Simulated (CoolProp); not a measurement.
Vapour-liquid equilibrium of isobutene (1) + ethanol (2) at 0.903 MPa; x and y are mole fractions of (1).

Values from CoolProp's multi-fluid Helmholtz-energy mixture model, Lemmon 2005 and Schroeder 2014; pair parameters Bell 2016.

| x | bubble temperature, mixture model (K) | bubble temperature, Raoult's law (K) | y, mixture model | y, Raoult's law |
|---|---|---|---|---|
| 0.05 | 404.3 | 413.1 | 0.342 | 0.205 |
| 0.15 | 375.3 | 400.6 | 0.739 | 0.498 |
| 0.25 | 358.0 | 389.4 | 0.863 | 0.684 |
| 0.35 | 350.7 | 379.5 | 0.900 | 0.800 |
| 0.45 | 348.1 | 370.9 | 0.912 | 0.874 |
| 0.55 | 347.2 | 363.4 | 0.916 | 0.921 |
| 0.65 | 346.5 | 356.8 | 0.920 | 0.952 |
| 0.75 | 345.2 | 351.1 | 0.929 | 0.973 |
| 0.85 | 343.2 | 346.0 | 0.947 | 0.987 |
| 0.95 | 340.7 | 341.4 | 0.977 | 0.996 |

The largest gap from Raoult's law is -31.4 K in bubble temperature, at x = 0.25. No azeotrope shows between x = 0.05 and 0.95.

The pair parameters rest on a limited set of measurements; away from them the model extrapolates. With so large a gap from Raoult's law the liquid may split in two, which this calculation doesn't test in full.
